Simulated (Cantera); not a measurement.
Input: 1 mol SiO2, 2.7 mol CO, 0.14 mol H2, 2.7 mol CH4, equilibrated at 13.3 mbar.

Equilibrium computed with Cantera from the NASA thermochemical tables; the gas is ideal and each condensed phase is pure. Candidate condensed phases: C, C6H6, C7H8, C8H18, H2O, Si, SiC, SiO2; 123 gas species. Mutual solubility and eutectic melting of coexisting phases are not modelled. The tables hold silica as quartz up to 1696 K and as liquid above; real silica turns to tridymite and cristobalite and melts near 1996 K. Gases not in the tables: Si2H6 and higher silanes. Equilibrium is a limit: real reactors are often held back by kinetics, nucleation or transport.

Question: Which condensed phases are stable at each of these points (T (K)): 1325, 1425, 1525, 1625, 1725, 1825, 1925, 2025, 2125, 2225, 2325?

Answer: 
```tsv
T (K)	condensed phases	Si condensed (%)
1325	C(graphite) + SiO2(β-quartz)	100.0
1425	SiC(s) + SiO2(β-quartz)	99.3
1525	SiC(s) + SiO2(β-quartz)	90.1
1625	SiC(s)	85.0
1725	SiC(s)	85.0
1825	SiC(s)	85.0
1925	SiC(s)	84.9
2025	SiC(s)	84.6
2125	SiC(s)	83.5
2225	SiC(s)	80.0
2325	SiC(s)	69.7
```

At 1325 K the condensed part is C(graphite) + SiO2(β-quartz). From 1425 K to 1525 K the condensed part is SiC(s) + SiO2(β-quartz). From 1625 K to 2325 K the condensed part is SiC(s).
